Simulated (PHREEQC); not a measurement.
**Reverse-osmosis permeate: speciation**

A made-up water analysis in mg/L, 25 °C, pH 6.94, pe 12.9:

| constituent | mg/L |
|---|---|
| Na | 0.895 |
| K | 0.0112 |
| Ca | 1.05 |
| Mg | 1.07 |
| Cl | 2.31 |
| S(6) as SO4 | 1.46 |
| Alkalinity as HCO3 | 5.51 |
| Cu(2) | 0.0151 |

Valence states are taken as typed.

The numbers come from PHREEQC with the ion-association model, phreeqc.dat.

This is a speciation only: nothing precipitates in the calculation.

### Question
What charge-balance error does the model give?

### Answer
charge-balance error -1.6 %.

### Question
In which forms is C present?

### Answer
HCO3- 80 %, CO2 20 % of the C.

The database's constant for dissolved Cu(OH)2 is higher than later reviews accept.
